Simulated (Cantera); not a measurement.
Source: NASA polynomial tables (part measured, part estimated), evaluated in Cantera. Values are per mole of reaction as written; species without (g) are pure solids or liquids, kept so even where they would boil at 1 bar. ZrN: taken at fixed stoichiometry.

Q: Between 1498 and 1898 K, where is each reaction favourable under standard conditions?
- NO2(g) + 4 H2O(g) + ZrO2 ⇌ ZrN + 8 OH(g)

A: 
- NO2(g) + 4 H2O(g) + ZrO2 ⇌ ZrN + 8 OH(g): ΔG° is 1253 kJ at 1498 K and 1056 kJ at 1898 K; it stays positive (K < 1). ΔH° is 1989 kJ and ΔS° 492 J/K at 1898 K.
